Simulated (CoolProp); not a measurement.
Fluorine at 295 K and 20 MPa is throttled through a valve to 2.93 MPa with no heat exchange. Each further row changes one setting.

Model: reference Helmholtz-energy equation of state, de Reuck 1990, in CoolProp.

```tsv
case	temperature change (K)	final density (kg/m³)
as stated	(withheld)	(withheld)
outlet pressure 0.879 MPa	(withheld)	15.3
outlet pressure 3.81 MPa	(withheld)	(withheld)
```

Question: Complete the blanks.

Answer: 
- as stated, temperature change (K): -26.4
- as stated, final density (kg/m³): 50.9
- outlet pressure 0.879 MPa, temperature change (K): -31.2
- outlet pressure 3.81 MPa, temperature change (K): -24.4
- outlet pressure 3.81 MPa, final density (kg/m³): 66.0
